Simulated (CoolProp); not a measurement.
Model: reference Helmholtz-energy equation of state, Schroeder 2014, in CoolProp.

### Question
Give the vapour pressure (MPa), vapour Z, liquid viscosity (µPa s), vapour viscosity (µPa s) of saturated ethanol at 416.4 K.

### Answer
```csv
T (K),p (MPa),vapour Z,liquid viscosity (µPa s),vapour viscosity (µPa s)
416.4,0.825,0.874,185,12.3
```

Viscosity comes from a separate model (Kiselev 2005).
